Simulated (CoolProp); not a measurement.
The fluid at 298.15 K and 0.403 MPa is throttled through a valve to 0.0422 MPa with no heat exchange. The same conditions are run with several fluids, on thermodynamics alone (safety and materials aside).

Computed with CoolProp (reference Helmholtz-energy equation of state of each fluid (R22: Kamei 1995; hydrogen chloride: Thol 2018; normal hydrogen: Leachman 2009; ethylene: Smukala 2000; cyclopropane: Polt 1992)). The equations of Platzer and Polt are older, rougher fits.

Rank R22, hydrogen chloride, normal hydrogen, ethylene, cyclopropane by temperature change (K), highest first.

normal hydrogen (+0.1), ethylene (-3.7), hydrogen chloride (-5.8), R22 (-8.3), cyclopropane (-9.4)

```json
[
 {"fluid": "R22", "final density (kg/m³)": "1.52"},
 {"fluid": "hydrogen chloride", "final density (kg/m³)": "0.635"},
 {"fluid": "normal hydrogen", "final density (kg/m³)": "0.0343"},
 {"fluid": "ethylene", "final density (kg/m³)": "0.485"},
 {"fluid": "cyclopropane", "final density (kg/m³)": "0.745"}
]
```
